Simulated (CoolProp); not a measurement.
Values from CoolProp's reference Helmholtz-energy equation of state, Thol 2015.

Q: For 1,2-dichloroethane, give the phase and the density (kg/m³), cv (kJ/(kg K)), speed of sound (m/s), Joule-Thomson coefficient (K/MPa) at 371.2 K and 1.12 MPa; 441.4 K and 1.12 MPa.

A: 
- 371.2 K and 1.12 MPa: liquid; density 1130, cv 0.936, speed of sound 917, Joule-Thomson coefficient -0.294
- 441.4 K and 1.12 MPa: liquid; density 1010, cv 0.990, speed of sound 644, Joule-Thomson coefficient -0.0536
